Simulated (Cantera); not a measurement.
Mixture: H₂ : O₂ : N₂ = 1 : 0.417 : 1.57 (molar parts), at 9000 Torr, adiabatic and at constant pressure. Ignition delay is the time to a rise of 400 K.

Model: the H2/O2 subset of GRI-Mech 3.0, which has no nitrogen chemistry, integrated in Cantera. The hydrogen kinetics of GRI-Mech 3.0 are dated; newer H2 mechanisms differ, most at raised pressure. The pressure lies above the range GRI-Mech 3.0 was tuned for (to about 10 atm). Below about 950 K walls govern HO2 and H2O2 in real vessels.

Predict: delay at 923 K; delay at 973 K; delay at 1023 K; delay at 1073 K; delay at 1123 K; delay at 1173 K; apparent activation energy between 1073 and 1173 K.


| Quantity | Value |
|---|---|
| delay at 923 K | 49.2 ms |
| delay at 973 K | 14.0 ms |
| delay at 1023 K | 4.41 ms |
| delay at 1073 K | 1.47 ms |
| delay at 1123 K | 0.498 ms |
| delay at 1173 K | 0.161 ms |
| apparent activation energy between 1073 and 1173 K | 230 kJ/mol |
